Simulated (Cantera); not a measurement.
Cantera with NASA thermochemical tables; ideal gases at 1 bar, condensed phases pure. Values are per mole of reaction as written; species without (g) are pure solids or liquids, kept so even where they would boil at 1 bar. TaC: taken at fixed stoichiometry.

**Question.** Between 2548 and 2723 K, where is each reaction favourable under standard conditions?
- CO₂(g) + TaC ⇌ 2 CO(g) + Ta

**Answer.** 
- CO₂(g) + TaC ⇌ 2 CO(g) + Ta: ΔG° is -126 kJ at 2548 K and -155 kJ at 2723 K; it stays negative (K > 1). ΔH° is 287 kJ and ΔS° 162 J/K at 2723 K.
